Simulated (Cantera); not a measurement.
# Moist CO burnout

An isothermal, constant-pressure homogeneous reactor starts with CO : O₂ : H₂O : N₂ = 0.0028 : 0.0047 : 0.00023 : 1 (molar parts), at 1125 K and 0.188 atm.

Cantera simulation using GRI-Mech 3.0 (53 species, 325 reactions); the numbers are that mechanism's predictions, not measurements.

```csv
t (s),x CO,x O₂,x H₂O,x CO₂,x HO₂
2.00e-6,0.00278,0.00466,0.000228,<1e-12,<1e-12
8.12e-6,0.00278,0.00466,0.000228,<1e-12,<1e-12
3.30e-5,0.00278,0.00466,0.000228,1.12e-12,<1e-12
0.000134,0.00278,0.00466,0.000228,4.56e-12,<1e-12
0.000543,0.00278,0.00466,0.000228,1.85e-11,<1e-12
0.00220,0.00278,0.00466,0.000228,7.58e-11,<1e-12
0.00894,0.00278,0.00466,0.000228,3.32e-10,1.35e-12
0.0363,0.00278,0.00466,0.000228,2.80e-9,7.84e-11
0.147,0.00278,0.00466,0.000228,1.43e-6,4.30e-8
0.598,0.000470,0.00348,0.000211,0.00231,1.62e-7
2.43,2.29e-5,0.00329,0.000227,0.00276,4.51e-8
9.85,1.19e-6,0.00328,0.000228,0.00278,5.63e-9
40.0,4.87e-8,0.00328,0.000228,0.00278,4.55e-10
```
x: mole fraction; the columns are a selection and need not sum to one.

Equilibrium at this temperature and pressure: CO 2.98e-10, O₂ 0.00327, H₂O 0.000229, CO₂ 0.00278, HO₂ 7.67e-12 (gas phase only).
